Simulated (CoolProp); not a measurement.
Vapour-liquid equilibrium of R152A (1) + methanol (2) at 0.0732 bar; x and y are mole fractions of (1).

Computed with CoolProp (multi-fluid Helmholtz-energy mixture model, Outcalt 1996 and de Reuck 1993; pair parameters Bell 2016).

Problem. Give the bubble temperature and the first vapour's composition at x = 0.05, 0.35, 0.65. Is there an azeotrope?

Solution. x = 0.05: -54.6 °C, y = 0.993; x = 0.35: -65.7 °C, y = 0.998; x = 0.65: -66.6 °C, y = 0.998. No azeotrope shows between x = 0.05 and 0.95.

Pair parameters are fitted to limited data, so mixtures are less certain than the pure fluids. With so large a gap from Raoult's law the liquid may split in two, which this calculation doesn't test in full.
